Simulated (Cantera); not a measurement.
Cantera run, input and output.

```python
import numpy as np
import cantera as ct

gas = ct.Solution("gri30.yaml")


def delay(T, t_max=10):
    gas.TPX = T, 100000, {'CH4': 1, 'O2': 3.03, 'N2': 11.4}
    reactor = ct.IdealGasReactor(gas, clone=False)
    net = ct.ReactorNet([reactor])
    net.rtol, net.atol = 1e-8, 1e-16
    while net.time < t_max:
        t_old, T_old = net.time, reactor.T
        net.step()
        if reactor.T > T + 400:  # ignition: a rise of 400 K
            return t_old + (T + 400 - T_old) / (reactor.T - T_old) * (net.time - t_old)
    return np.nan


taus = []
for T in [1025, 1125, 1225, 1325, 1425, 1525, 1625, 1725]:
    taus.append(delay(T))
    print(f"T0 = {T:6g} K   tau = {taus[-1]:.4e} s")
```

Result:

```
T0 =   1025 K   tau = 5.6606e-01 s
T0 =   1125 K   tau = 1.0939e-01 s
T0 =   1225 K   tau = 2.4919e-02 s
T0 =   1325 K   tau = 6.6413e-03 s
T0 =   1425 K   tau = 2.0755e-03 s
T0 =   1525 K   tau = 7.6848e-04 s
T0 =   1625 K   tau = 3.3393e-04 s
T0 =   1725 K   tau = 1.6475e-04 s
```

Cantera simulation using GRI-Mech 3.0 (53 species, 325 reactions); the numbers are that mechanism's predictions, not measurements.
